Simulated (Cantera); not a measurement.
Charge: 1 mol B2O3, 0.84 mol NH3, held at 1400 K and 79.0 Pa.

These are equilibrium values from Cantera (NASA tables, ideal gas, pure condensed phases), not measurements of a reactor. Candidate condensed phases: B, BN, B2O3, B3O3H3, H2O; 39 gas species. Mutual solubility and eutectic melting of coexisting phases are not modelled. Equilibrium is a limit: real reactors are often held back by kinetics, nucleation or transport.

Base state: H2 0.739, N2 0.248, HBO2 0.00621, HBO 0.00369, B2O3 0.00304, H2O 0.000349, B2O2 0.000184, H 0.000149 (mole fractions); condensed: BN(s) + B2O3(l).

Problem. What changes in the equilibrium state with this change: temperature from 1400 K to 2000 K?

Solution. 
```json
[
 {"species": "H2", "before": "0.739", "after": "0.350"},
 {"species": "B2O3", "before": "0.00304", "after": "0.239"},
 {"species": "N2", "before": "0.248", "after": "0.149"},
 {"species": "HBO2", "before": "0.00621", "after": "0.110"},
 {"species": "BO", "before": "2.26e-5", "after": "0.0571"},
 {"species": "H", "before": "0.000149", "after": "0.0343"},
 {"species": "B2O2", "before": "0.000184", "after": "0.0126"},
 {"species": "HBO", "before": "0.00369", "after": "0.0403"},
 {"species": "BO2", "before": "3.10e-8", "after": "0.00130"},
 {"species": "OH", "before": "1.40e-9", "after": "5.21e-5"},
 {"species": "H2O", "before": "0.000349", "after": "0.00534"},
 {"species": "BN(s), mol", "before": "0.00160", "after": "0"},
 {"species": "B2O3(l), mol", "before": "0.985", "after": "0"}
]
```
